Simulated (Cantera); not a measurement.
**Counterflow diffusion flame**

A counterflow diffusion flame at 180000 Pa, nozzles 20 mm apart: fuel side 89.3 % CO, 10.7 % H2 at 525 K, oxidiser side 17.0 % O2, 83.0 % N2 at 525 K, fuel mass flux 1 times the oxidiser's; mixture-averaged transport, no radiation.

Model: GRI-Mech 3.0 (53 species, 325 reactions), integrated in Cantera. The maximum strain rate includes the flame's own expansion and is several times the mean.

```
oxidiser flux (kg/m²/s)  max strain (1/s)  mean strain (1/s)  T max (K)  peak x OH  peak x H  peak x NO  peak x CO
-----------------------  ----------------  -----------------  ---------  ---------  --------  ---------  ---------
1.1                                   337               99.4       2055    0.00499   0.00516    9.54e-5      0.900
1.5                                   452                135       2022    0.00505   0.00588    8.04e-5      0.900
2.1                                   623                190       1986    0.00509   0.00674    6.85e-5      0.899
2.9                                   847                262       1949    0.00511   0.00764    5.96e-5      0.899
4                                    1150                361       1909    0.00505   0.00858    5.23e-5      0.899
5.5                                  1560                497       1869    0.00495   0.00959    4.60e-5      0.899
7.7                                  2160                696       1824    0.00480    0.0106    4.00e-5      0.899
11                                   3030                994       1771    0.00455    0.0117    3.36e-5      0.899
15                                   4080               1350       1722    0.00427    0.0125    2.81e-5      0.899
```
x: mole fraction; the columns are a selection and need not sum to one.
